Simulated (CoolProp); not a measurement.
Vapour-liquid equilibrium of R22 (1) + dimethyl ether (2) at -17.95 °C; x and y are mole fractions of (1).

Model: multi-fluid Helmholtz-energy mixture model, Kamei 1995 and Wu 2011; pair parameters Bell 2016, in CoolProp.

Q: Give the bubble pressure and the first vapour's composition at x = 0.05, 0.125, 0.8. Is there an azeotrope?

A: x = 0.05: 0.1334 MPa, y = 0.039; x = 0.125: 0.1310 MPa, y = 0.106; x = 0.8: 0.2069 MPa, y = 0.940. y crosses x between x = 0.2 and 0.275: the model has an azeotrope there.

The pair parameters rest on a limited set of measurements; away from them the model extrapolates.
